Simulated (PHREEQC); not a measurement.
Spent oxide etchant: speciation

Make-up at 25 °C: 0.24 mol HF, 0.018 mol H2SiF6, 0.11 mol HBF4 and 0.00048 mol HNO3 per kg of water. Closed to the air; pH follows from the charge balance.

Equilibrium calculation in PHREEQC: ion-association model, wateq4f.dat.

Each row changes one thing in this solution. Precipitation was switched off in this run.

```
case                                              pH  ionic strength (mol/kgw)  HF (mol/kgw)  H2F2 (mol/kgw)  F- (mol/kgw)  HF2- (mol/kgw)
----------------------------------------------  ----  ------------------------  ------------  --------------  ------------  --------------
as made                                         0.92                     0.166         0.137          0.0506       0.00110        0.000600
HF left out                                     0.94                     0.161        0.0152             [?]      0.000126         7.65e-6
H2SiF6 left out                                 1.03                     0.113         0.137             [?]       0.00135        0.000728
temperature from 25 to 5 °C                     0.92                     0.166         0.109          0.0644       0.00122        0.000433
HNO3 replaced by Zn(NO3)2 at the same molality   [?]                     0.167         0.137          0.0506       0.00111        0.000602
```

Problem. Fill in the missing entries.

Solution. 
- HF left out, H2F2 (mol/kgw): 0.000628
- H2SiF6 left out, H2F2 (mol/kgw): 0.0502
- HNO3 replaced by Zn(NO3)2 at the same molality, pH: 0.93

wateq4f.dat counts part of the HF as a dimer, H2F2, which phreeqc.dat doesn't know; its constant is uncertain. At this temperature some constants are extrapolated from 25 °C, and those without enthalpy data are left unchanged. SiF6-2 is the database's only silicon fluoride. Real BF4- forms and hydrolyses slowly; the run takes it at equilibrium.
